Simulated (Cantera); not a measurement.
A diamond (100) surface in a fixed gas of H2 with x(CH4) = 0.0071, x(CH3) = 0.00017, at 975 K, 0.0326 atm; coverages are run to steady state.

Model: the Harris–Goodwin 1993 mechanism for the reconstructed diamond (100) surface, integrated in Cantera.

One state of this run: growth (µm/h) = 2.66; θ c6HH = 0.619; θ c6H* = 0.0170; θ c6*H = 0.355; θ c6** = 0.00830; θ c6HM = 0.000797. θ: site fractions in the mechanism's names (c6HH fully hydrogenated, c6H* and c6*H radical sites, c6** diradical, c6HM methylated).

**Question.** Which value of x(H) does it belong to?
A. 0.00024
B. 0.0001
C. 0.0015
D. 0.13

**Answer.** D, 0.13
